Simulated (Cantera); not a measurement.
A Cantera script and what it prints.

```python
import numpy as np
import cantera as ct

gas_names = [...]  # 113 gases of nasa_gas.yaml made of C, H, O, Pb
cond_names = """
    C(gr) C6H6(L) C7H8(L) C8H18(L),n-octa H2O(s) H2O(L) Pb(cr) Pb(L) PbO(rd) PbO(yw) PbO(L) PbO2(s)
    Pb3O4(s)
""".split()


# ... load() reads the species with a 1 bar reference pressure and builds the phases ...
atoms = {
    'PbO': {'Pb': 1, 'O': 1},
    'CH4': {'C': 1, 'H': 4},
    'CO': {'C': 1, 'O': 1},
}
top_T = {'C(gr)': 4500, 'Pb3O4(s)': 820}  # K; cautious upper limits of use, not melting points


# ... equilibrate(T, P, feed) seeds the gas with the atoms and calls Mixture.equilibrate('TP', solver="vcs", rtol=1e-11, max_steps=5000) ...
results = []
feed = {'PbO': 1, 'CH4': 0.85, 'CO': 0.027}  # mol
P = 1400  # Pa
for T in [1048, 1148, 1248, 1348, 1448, 1548, 1648, 1748, 1848, 1948, 2048, 2148, 2248, 2348]:
    mix = equilibrate(T, P, feed)
    results.append((T, P, feed, dict(zip(mix.species_names, mix.species_moles))))
    x = sorted(zip(gas.X, gas.species_names), reverse=True)
    print(f"T = {T:g} K  P = {P:g} Pa  gas = {mix.phase_moles(0):.4g} mol")
    print("   x: " + "  ".join(f"{s} {v:.3e}" for v, s in x if v > 0.001))
    print("   condensed (mol): " + ("  ".join(f"{mix.phase(i).name} {mix.phase_moles(i):.4g}"
          for i in range(1, mix.n_phases) if mix.phase_moles(i) > 1e-12) or "none"))
```

Result:

```
T = 1048 K  P = 1400 Pa  gas = 2.585 mol
   x: H2 6.214e-01  CO 3.173e-01  H2O 3.613e-02  CO2 2.190e-02  Pb 3.192e-03
   condensed (mol): Pb(L) 0.9917
T = 1148 K  P = 1400 Pa  gas = 2.63 mol
   x: H2 6.069e-01  CO 3.161e-01  H2O 3.959e-02  Pb 2.002e-02  CO2 1.745e-02
   condensed (mol): Pb(L) 0.9474
T = 1248 K  P = 1400 Pa  gas = 2.841 mol
   x: H2 5.590e-01  CO 2.953e-01  Pb 9.287e-02  H2O 3.942e-02  CO2 1.338e-02
   condensed (mol): Pb(L) 0.7361
T = 1348 K  P = 1400 Pa  gas = 3.577 mol
   x: H2 4.423e-01  Pb 2.795e-01  CO 2.362e-01  H2O 3.294e-02  CO2 8.989e-03
   condensed (mol): none
T = 1448 K  P = 1400 Pa  gas = 3.577 mol
   x: H2 4.411e-01  Pb 2.795e-01  CO 2.374e-01  H2O 3.417e-02  CO2 7.759e-03
   condensed (mol): none
T = 1548 K  P = 1400 Pa  gas = 3.577 mol
   x: H2 4.400e-01  Pb 2.795e-01  CO 2.383e-01  H2O 3.510e-02  CO2 6.818e-03
   condensed (mol): none
T = 1648 K  P = 1400 Pa  gas = 3.578 mol
   x: H2 4.391e-01  Pb 2.795e-01  CO 2.390e-01  H2O 3.582e-02  CO2 6.085e-03
   condensed (mol): none
T = 1748 K  P = 1400 Pa  gas = 3.579 mol
   x: H2 4.380e-01  Pb 2.793e-01  CO 2.395e-01  H2O 3.636e-02  CO2 5.505e-03  H 1.278e-03
   condensed (mol): none
T = 1848 K  P = 1400 Pa  gas = 3.582 mol
   x: H2 4.363e-01  Pb 2.791e-01  CO 2.398e-01  H2O 3.676e-02  CO2 5.039e-03  H 2.960e-03
   condensed (mol): none
T = 1948 K  P = 1400 Pa  gas = 3.588 mol
   x: H2 4.336e-01  Pb 2.786e-01  CO 2.397e-01  H2O 3.700e-02  H 6.288e-03  CO2 4.660e-03
   condensed (mol): none
T = 2048 K  P = 1400 Pa  gas = 3.6 mol
   x: H2 4.290e-01  Pb 2.777e-01  CO 2.393e-01  H2O 3.708e-02  H 1.240e-02  CO2 4.348e-03
   condensed (mol): none
T = 2148 K  P = 1400 Pa  gas = 3.619 mol
   x: H2 4.213e-01  Pb 2.761e-01  CO 2.383e-01  H2O 3.691e-02  H 2.286e-02  CO2 4.088e-03
   condensed (mol): none
T = 2248 K  P = 1400 Pa  gas = 3.651 mol
   x: H2 4.092e-01  Pb 2.737e-01  CO 2.364e-01  H 3.972e-02  H2O 3.641e-02  CO2 3.867e-03
   condensed (mol): none
T = 2348 K  P = 1400 Pa  gas = 3.7 mol
   x: H2 3.909e-01  Pb 2.699e-01  CO 2.334e-01  H 6.525e-02  H2O 3.540e-02  CO2 3.673e-03  OH 1.016e-03
   condensed (mol): none
```

Equilibrium computed with Cantera from the NASA thermochemical tables; the gas is ideal and each condensed phase is pure.
